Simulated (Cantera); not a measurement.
**Diamond growth**

A diamond (100) surface in a fixed gas of H2 with x(CH4) = 0.028, x(CH3) = 3.5e-05, at 1350 K, 2000 Pa; coverages are run to steady state.

Cantera simulation using the Harris–Goodwin 1993 mechanism for the reconstructed diamond (100) surface; the numbers are that mechanism's predictions, not measurements.

| x(H) | growth (µm/h) | θ c6HH | θ c6H* | θ c6*H | θ c6** |
|---|---|---|---|---|---|
| 0.0001 | 0.000750 | 0.682 | 0.0289 | 0.285 | 0.00375 |
| 0.0002 | 0.00328 | 0.575 | 0.0383 | 0.378 | 0.00883 |
| 0.0004 | 0.0112 | 0.487 | 0.0456 | 0.450 | 0.0172 |
| 0.0008 | 0.0291 | 0.427 | 0.0501 | 0.494 | 0.0279 |
| 0.0016 | 0.0575 | 0.391 | 0.0526 | 0.518 | 0.0383 |
| 0.0032 | 0.0904 | 0.370 | 0.0537 | 0.530 | 0.0463 |
| 0.0063 | 0.121 | 0.359 | 0.0543 | 0.535 | 0.0514 |
| 0.013 | 0.153 | 0.353 | 0.0546 | 0.538 | 0.0545 |
| 0.025 | 0.188 | 0.351 | 0.0547 | 0.539 | 0.0561 |
θ: site fractions in the mechanism's names (c6HH fully hydrogenated, c6H* and c6*H radical sites, c6** diradical, c6HM methylated).
